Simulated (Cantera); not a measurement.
# Carbon deposition, reforming and gasification: C₂H₅OH + O₂ + N₂

Feed: 1 mol C₂H₅OH, a varied amount of O₂, 9.9 mol N₂, equilibrated at 2650 K and 10.0 Torr.

Cantera equilibrium calculation (NASA polynomials, part measured and part estimated; ideal gas, pure solids and liquids). Candidate condensed phases: C, C₆H₆, C₇H₈, C₈H₁₈, H₂O; 136 gas species. The numbers say what is thermodynamically allowed, not how fast it happens.

| n(O₂) (mol) | x N₂ | x H | x CO | x H₂ | x H₂O | x HCN | x O | x OH | x CO₂ |
|---|---|---|---|---|---|---|---|---|---|
| 0.25 | 0.626 | 0.136 | 0.0970 | 0.112 | 2.90e-9 | 0.0227 | 6.70e-10 | 8.58e-10 | 3.82e-10 |
| 0.33 | 0.623 | 0.137 | 0.106 | 0.113 | 4.61e-9 | 0.0160 | 1.05e-9 | 1.35e-9 | 6.53e-10 |
| 0.43 | 0.620 | 0.138 | 0.117 | 0.116 | 1.22e-8 | 0.00690 | 2.71e-9 | 3.53e-9 | 1.86e-9 |
| 0.56 | 0.618 | 0.137 | 0.124 | 0.114 | 0.00430 | 2.01e-8 | 0.000973 | 0.00126 | 0.000710 |
| 0.73 | 0.616 | 0.131 | 0.122 | 0.103 | 0.0157 | 4.66e-9 | 0.00392 | 0.00483 | 0.00280 |
| 0.95 | 0.613 | 0.123 | 0.118 | 0.0913 | 0.0287 | 2.05e-9 | 0.00812 | 0.00941 | 0.00565 |
| 1.2 | 0.608 | 0.114 | 0.114 | 0.0794 | 0.0410 | 1.12e-9 | 0.0133 | 0.0144 | 0.00894 |
| 1.6 | 0.599 | 0.103 | 0.108 | 0.0645 | 0.0555 | 5.66e-10 | 0.0222 | 0.0216 | 0.0140 |
x: gas mole fraction; nothing condenses.

From 0.25 mol O₂ to 1.6 mol O₂ nothing is condensed. The main C-bearing gas is CO throughout.
